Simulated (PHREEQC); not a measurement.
**Buffer: speciation**

A solution holds 0.19 mol/kgw HF, 0.0045 mol/kgw Na2CO3 and 0.0048 mol/kgw NaCl, at 20 °C. Closed to the air; pH follows from the charge balance.

Model: ion-association model, wateq4f.dat, run in PHREEQC.

```
Property                   Value
----------------  --------------
pH                          2.15
ionic strength    0.0217 mol/kgw
total alkalinity     -181 meq/kg
```

```tsv
species	molality	activity	log γ
HF	0.102	0.103	0.002
H2F2	0.0329	0.0331	0.002
Na+	0.0137	0.0119	-0.061
F-	0.0123	0.0106	-0.064
H+	0.00799	0.00709	-0.052
Cl-	0.00480	0.00415	-0.063
HF2-	0.00465	0.00402	-0.064
```

Precipitation was switched off in this run. wateq4f.dat counts part of the HF as a dimer, H2F2, which phreeqc.dat doesn't know; its constant is uncertain.
